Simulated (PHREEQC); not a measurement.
Solution A (11 mmol/kgw PbCl2 and 64 mmol/kgw Cu(NO3)2) is mixed with solution B (0.013 mol/kgw AgNO3) at 25 °C; shares are by mass of water, 1 kg in all. Oxygen is held at 0.21 atm. No CO2 enters from the air. The run lets Cu(OH)2, Atacamite, Cu2(OH)3NO3, Pb(OH)2, Cotunnite, Laurionite, Cerargyrite, Ag2O precipitate or redissolve, and no other solid.

The numbers come from PHREEQC with the ion-association model, wateq4f.dat.

```tsv
share of solution B	pH	Cerargyrite (mol)	Atacamite (mol)	Cl in solution (mol/kgw)
0	4.20	0	1.50e-5	0.0220
0.1	?	?	1.20e-5	?
0.2	4.29	0.00260	8.66e-6	0.0150
0.3	4.36	0.00390	?	0.0115
0.4	4.44	0.00520	1.95e-7	0.00800
0.5	4.48	0.00650	0	?
0.6	4.53	0.00780	0	0.00100
0.7	4.60	0.00660	0	4.47e-7
0.8	?	0.00440	0	3.74e-7
0.9	4.87	0.00220	0	3.56e-7
1	6.84	0	0	0
```

### Question
What belongs in the gaps?

### Answer

- 0.1, pH: 4.24
- 0.1, Cerargyrite (mol): 0.00130
- 0.1, Cl in solution (mol/kgw): 0.0185
- 0.3, Atacamite (mol): 4.89e-6
- 0.5, Cl in solution (mol/kgw): 0.00450
- 0.8, pH: 4.70
